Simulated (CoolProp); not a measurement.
Vapour-liquid equilibrium of hydrogen sulfide (1) + n-heptane (2) at 0.312 MPa; x and y are mole fractions of (1).

Values from CoolProp's multi-fluid Helmholtz-energy mixture model, Lemmon 2006 and Span 2003; pair parameters Kunz 2012.

| x | bubble temperature (K) | y at the bubble point | dew temperature at overall composition x (K) | liquid density (mol/L) |
|---|---|---|---|---|
| 0.05 | 350.6 | [?] | 412.6 | 6.482 |
| 0.125 | 292.1 | 0.986 | 408.8 | 7.360 |
| 0.2 | 270.3 | 0.996 | 404.8 | 8.016 |
| 0.275 | 259.8 | 0.998 | 400.6 | 8.687 |
| 0.35 | 254.0 | 0.999 | 396.1 | 9.443 |
| 0.425 | 250.4 | 0.999 | [?] | 10.33 |
| 0.5 | 248.0 | 0.999 | 386.0 | 11.38 |
| 0.575 | 246.2 | 0.999 | 380.1 | [?] |
| 0.65 | [?] | 1.000 | 373.3 | 14.15 |
| 0.725 | 243.5 | 1.000 | 365.3 | 15.98 |
| 0.8 | 242.2 | 1.000 | 355.3 | 18.21 |
| 0.875 | 240.8 | 1.000 | 341.6 | 20.89 |
| 0.95 | 239.2 | 1.000 | 318.3 | 24.09 |

Task: Complete the blanks.

Result: 
- 0.05, y at the bubble point: 0.829
- 0.425, dew temperature at overall composition x (K): 391.3
- 0.575, liquid density (mol/L): 12.63
- 0.65, bubble temperature (K): 244.8

No azeotrope shows between x = 0.05 and 0.95.

Pair parameters are fitted to limited data, so mixtures are less certain than the pure fluids. The gap from Raoult's law changes sign with composition, which may be real or a fault of the pair parameters; it wasn't checked against measurements. With so large a gap from Raoult's law the liquid may split in two, which this calculation doesn't test in full.
